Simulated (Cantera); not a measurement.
Charge: 1 mol CF4, 0.049 mol F2, 9.7 mol H2, equilibrated at 1952 °C and 12.0 Pa.

Method: chemical equilibrium by Gibbs-energy minimisation in Cantera with the NASA 1993 tables (ideal gas, pure condensed phases). Candidate condensed phases: C, C6H6, C7H8, C8H18; 95 gas species. The numbers say what is thermodynamically allowed, not how fast it happens.

Base state: H2 0.358, H 0.354, HF 0.287, C2H2 (acetylene) 0.00105, F 0.000265, C2H 3.85e-5, C3 3.32e-5, C 1.98e-5 (mole fractions); condensed: C(graphite).

Task: What changes in the equilibrium state with this change: temperature from 1952 °C to 2627 °C?

Result: 
```tsv
species	before	after
H	0.354	0.773
HF	0.287	0.108
F	0.000265	0.0790
H2	0.358	0.00542
C	1.98e-5	0.0268
C2	2.91e-6	0.00247
CF	3.32e-6	0.00125
C2H2 (acetylene)	0.00105	7.19e-6
C(graphite), mol	0.967	0
```

Task: What changes in the equilibrium state with this change: CF4 replaced by c-C4F8?

Result: 
| species | before | after |
|---|---|---|
| HF | 0.287 | 0.507 |
| H | 0.354 | 0.275 |
| H2 | 0.358 | 0.216 |
| F | 0.000265 | 0.000603 |
| C2H2 (acetylene) | 0.00105 | 0.000635 |
| C2H | 3.85e-5 | 2.99e-5 |
| C3 | 3.32e-5 | 3.32e-5 |
| C | 1.98e-5 | 1.98e-5 |
| C(graphite), mol | 0.967 | 3.98 |
The feed counts by its element totals alone.
